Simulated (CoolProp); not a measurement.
Vapour-liquid equilibrium of toluene (1) + n-octane (2) at 3.34 bar; x and y are mole fractions of (1).

Model: multi-fluid Helmholtz-energy mixture model, Lemmon 2006 and Beckmüller 2019; pair parameters Bell 2016, in CoolProp.

Problem. Give the bubble temperature and the first vapour's composition at x = 0.125, 0.575, 0.65. Is there an azeotrope?

Solution. x = 0.125: 444.4 K, y = 0.180; x = 0.575: 435.5 K, y = 0.644; x = 0.65: 434.6 K, y = 0.706. No azeotrope shows between x = 0.05 and 0.95.

The pair parameters rest on a limited set of measurements; away from them the model extrapolates.
